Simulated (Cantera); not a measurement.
Cantera run, input and output.

```python
import numpy as np
import cantera as ct

surf = ct.Interface("ptcombust.yaml", "Pt_surf")
gas = surf.adjacent["gas"]
gas.TPX = 300, 11000, {'CH4': 0.032, 'O2': 0.18, 'N2': 0.79}
jet = ct.ImpingingJet(gas=gas, width=0.088, surface=surf)
jet.inlet.mdot, jet.inlet.T, jet.inlet.X = 0.032, 300, {'CH4': 0.032, 'O2': 0.18, 'N2': 0.79}
jet.set_refine_criteria(ratio=10, slope=0.2, curve=0.3)
show, cover = ['CH4', 'O2', 'H2O', 'OH', 'CO', 'CO2'], ["PT(S)", "H(S)", "O(S)", "OH(S)", "CO(S)", "C(S)"]

rows = []
print(f"{'Ts/K':>7s}" + "".join(f"{s:>11s}" for s in show + cover) + "   (gas at the wall, coverages)")
for i, Ts in enumerate([900, 950, 1000, 1050, 1100, 1150, 1200, 1250]):
    jet.surface.T = Ts
    if i == 0:
        surf.TP = Ts, 11000
        surf.coverages = "PT(S):0.5, O(S):0.5"
        surf.advance_coverages(1.0)
        jet.set_initial_guess(products="inlet")
    jet.solve(loglevel=0, auto=(i == 0))
    rows.append([*(jet.X[gas.species_index(s), -1] for s in show), *surf[cover].coverages])
    print(f"{Ts:7g}" + "".join(f"{x:11.3e}" for x in rows[-1]))
```

Result:

```
   Ts/K        CH4         O2        H2O         OH         CO        CO2      PT(S)       H(S)       O(S)      OH(S)      CO(S)       C(S)   (gas at the wall, coverages)
    900  1.746e-02  1.486e-01  2.705e-02  3.325e-08  6.224e-06  1.778e-02  1.757e-01  7.189e-08  8.229e-01  1.378e-03  7.165e-06  2.548e-08
    950  1.206e-02  1.372e-01  3.700e-02  1.022e-07  5.931e-06  2.439e-02  2.402e-01  1.867e-07  7.584e-01  1.476e-03  5.126e-06  2.452e-08
   1000  8.359e-03  1.294e-01  4.374e-02  2.755e-07  5.537e-06  2.889e-02  3.073e-01  3.992e-07  6.912e-01  1.443e-03  3.447e-06  2.154e-08
   1050  5.996e-03  1.244e-01  4.798e-02  6.589e-07  5.256e-06  3.173e-02  3.747e-01  7.498e-07  6.239e-01  1.341e-03  2.311e-06  1.839e-08
   1100  4.481e-03  1.213e-01  5.060e-02  1.427e-06  5.146e-06  3.347e-02  4.407e-01  1.287e-06  5.580e-01  1.212e-03  1.587e-06  1.573e-08
   1150  3.141e-03  1.192e-01  5.254e-02  2.949e-06  7.209e-06  3.439e-02  5.044e-01  2.074e-06  4.946e-01  1.081e-03  1.122e-06  1.231e-08
   1200  2.217e-03  1.174e-01  5.428e-02  5.548e-06  9.268e-06  3.533e-02  5.650e-01  3.193e-06  4.341e-01  9.566e-04  8.345e-07  9.568e-09
   1250  1.387e-03  1.156e-01  5.610e-02  9.863e-06  1.211e-05  3.634e-02  6.219e-01  4.744e-06  3.772e-01  8.437e-04  6.396e-07  6.540e-09
```

Computed with Cantera and Deutschmann's 1995 Pt surface mechanism with GRI-Mech 3.0 gas chemistry. Catalytic surfaces can have several steady states; this one follows from the mechanism file's or the stated starting coverage.
